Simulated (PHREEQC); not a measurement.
# Buffer

Dissolve 33 mmol/kgw NH4Cl, 1.2 mmol/kgw Na2B4O7 and 95 mmol/kgw KCl at 25 °C. It is in equilibrium with CO2 at log p = -3.4 (atm). Otherwise closed; pH follows from the charge balance.

Model: ion-association model, wateq4f.dat, run in PHREEQC.

Each row changes one thing in this solution. Precipitation was switched off in this run.

```json
[
 {"case": "as made", "pH": "7.97", "H3BO3 (mol/kgw)": "0.00445", "HCO3- (mol/kgw)": "0.000732", "H2BO3- (mol/kgw)": "0.000345", "CO2 (mol/kgw)": "1.32e-5", "CO3-2 (mol/kgw)": "7.02e-6", "SI of Halite (NaCl)": "-5.34", "SI of Nahcolite (NaHCO3)": "-5.43"},
 {"case": "NH4Cl left out", "pH": "(withheld)", "H3BO3 (mol/kgw)": "0.00411", "HCO3- (mol/kgw)": "0.00163", "H2BO3- (mol/kgw)": "0.000695", "CO2 (mol/kgw)": "1.33e-5", "CO3-2 (mol/kgw)": "3.34e-5", "SI of Halite (NaCl)": "-5.45", "SI of Nahcolite (NaHCO3)": "-5.07"},
 {"case": "temperature from 25 to 80 °C", "pH": "6.84", "H3BO3 (mol/kgw)": "0.00474", "HCO3- (mol/kgw)": "2.09e-5", "H2BO3- (mol/kgw)": "6.44e-5", "CO2 (mol/kgw)": "4.88e-6", "CO3-2 (mol/kgw)": "2.52e-8", "SI of Halite (NaCl)": "-5.47", "SI of Nahcolite (NaHCO3)": "(withheld)"},
 {"case": "NH4Cl from 0.033 to 0.0495 mol/kgw", "pH": "7.87", "H3BO3 (mol/kgw)": "0.00452", "HCO3- (mol/kgw)": "0.000577", "H2BO3- (mol/kgw)": "0.000279", "CO2 (mol/kgw)": "1.31e-5", "CO3-2 (mol/kgw)": "4.45e-6", "SI of Halite (NaCl)": "(withheld)", "SI of Nahcolite (NaHCO3)": "-5.55"},
 {"case": "temperature from 25 to 60 °C", "pH": "7.26", "H3BO3 (mol/kgw)": "0.00467", "HCO3- (mol/kgw)": "8.04e-5", "H2BO3- (mol/kgw)": "0.000127", "CO2 (mol/kgw)": "6.36e-6", "CO3-2 (mol/kgw)": "(withheld)", "SI of Halite (NaCl)": "-5.42", "SI of Nahcolite (NaHCO3)": "-6.69"}
]
```

**Question.** What belongs in the gaps?

**Answer.** 
- NH4Cl left out, pH: 8.33
- temperature from 25 to 80 °C, SI of Nahcolite (NaHCO3): -7.43
- NH4Cl from 0.033 to 0.0495 mol/kgw, SI of Halite (NaCl): -5.29
- temperature from 25 to 60 °C, CO3-2 (mol/kgw): 2.40e-7

At this temperature some constants are extrapolated from 25 °C, and those without enthalpy data are left unchanged.
